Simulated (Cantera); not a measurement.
A perfectly stirred reactor is fed with H2 : O2 : N2 = 1 : 0.667 : 2.51 (molar parts), equivalence ratio 0.75, at 710000 Pa; it is adiabatic with a 375 K inlet, and is followed from long to short residence time, starting on the burning branch (τ in s: 0.035, 0.021, 0.013, 0.0075, 0.0045, 0.0027, 0.0016, 0.00099, 0.00059, 0.00036, 0.00021, 0.00013, 7.7e-05).

Cantera simulation using the H2/O2 subset of GRI-Mech 3.0, which has no nitrogen chemistry; the numbers are that mechanism's predictions, not measurements. The hydrogen kinetics of GRI-Mech 3.0 are dated; newer H2 mechanisms differ, most at raised pressure.

What does this change do: O2 0.667 to 0.99 parts?


```tsv
quantity	before	after
blow-out, bracketed by the residence times tried	burning at 77.0 µs, the shortest tried	burning at 77.0 µs, the shortest tried
x(H2) at τ = 35.0 ms	0.000488	0.000129
x(O2) at τ = 35.0 ms	0.0448	0.122
x(O) at τ = 35.0 ms	0.000184	0.000133
x(H) at τ = 35.0 ms	4.13e-5	1.00e-5
x(OH) at τ = 35.0 ms	0.00306	0.00222
x(H2) at τ = 1.60 ms	0.00116	0.000439
x(O2) at τ = 1.60 ms	0.0447	0.122
x(O) at τ = 1.60 ms	0.000348	0.000287
x(H) at τ = 1.60 ms	0.000126	3.86e-5
x(OH) at τ = 1.60 ms	0.00410	0.00318
```

What does this change do: inlet temperature 375 to 750 K?


```tsv
quantity	before	after
blow-out, bracketed by the residence times tried	burning at 77.0 µs, the shortest tried	burning at 77.0 µs, the shortest tried
x(H2) at τ = 35.0 ms	0.000488	0.00214
x(O2) at τ = 35.0 ms	0.0448	0.0439
x(O) at τ = 35.0 ms	0.000184	0.000856
x(H) at τ = 35.0 ms	4.13e-5	0.000339
x(OH) at τ = 35.0 ms	0.00306	0.00811
x(H2) at τ = 1.60 ms	0.00116	0.00254
x(O2) at τ = 1.60 ms	0.0447	0.0440
x(O) at τ = 1.60 ms	0.000348	0.000969
x(H) at τ = 1.60 ms	0.000126	0.000425
x(OH) at τ = 1.60 ms	0.00410	0.00856
```
